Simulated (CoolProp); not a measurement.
Saturation properties of CF4 (R14).

Computed with CoolProp (reference Helmholtz-energy equation of state, Platzer 1990). This equation is an older, rougher fit; its heat capacities, sound speeds and derivatives of the liquid may be far off and weren't checked against measurements.

```tsv
T (K)	p (kPa)	vapour Z	surface tension (mN/m)
178.9	669.5	0.8573	6.24
183	800.4	0.8373	5.59
187.1	949.3	0.8154	4.96
191.1	1113	0.7922	4.36
195.2	1302	0.7663	3.76
199.3	1514	0.7380	3.18
203.4	1750	0.7069	2.62
207.4	2006	0.6732	2.09
```

It boils at 145.1 K under 1 atm.

Surface tension comes from a separate correlation (Mulero 2012).
